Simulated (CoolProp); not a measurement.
Vapour-liquid equilibrium of propane (1) + n-pentane (2) at -21.65 °C; x and y are mole fractions of (1).

Values from CoolProp's multi-fluid Helmholtz-energy mixture model, Lemmon 2009 and Thol 2019; pair parameters Kunz 2012.

Question: Give the bubble pressure and the first vapour's composition at x = 0.35, 0.55, 0.95. Is there an azeotrope?

Answer: x = 0.35: 0.09520 MPa, y = 0.938; x = 0.55: 0.1366 MPa, y = 0.967; x = 0.95: 0.2189 MPa, y = 0.997. No azeotrope shows between x = 0.05 and 0.95.

The pair parameters rest on a limited set of measurements; away from them the model extrapolates.
